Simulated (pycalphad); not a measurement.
CALPHAD calculation (pycalphad, COST 507 light-alloy database (1999)), 1 atm. The database dates from 1999; later assessments differ in places, in temperatures and in the compounds included. Diffusion is slow at the low end, where real alloys seldom reach equilibrium.

Question: How does the equilibrium phase assembly of Hf-0.28C (at.%) change on cooling from 3300 K to 500 K?

Answer: 
```json
[
 {"T (K)": "2501.3", "phases above": "LIQUID", "phases below": "BCC_A2 + LIQUID"},
 {"T (K)": "2488.4", "phases above": "BCC_A2 + LIQUID", "phases below": "BCC_A2"},
 {"T (K)": "2357.8", "phases above": "BCC_A2", "phases below": "BCC_A2 + HCP_A3"},
 {"T (K)": "2034.3", "phases above": "BCC_A2 + HCP_A3", "phases below": "HCP_A3"}
]
```
Changes were sought between steps of 100 K, so a narrower field can be missed.

BCC_A2 is bcc; HCP_A3 is hcp.
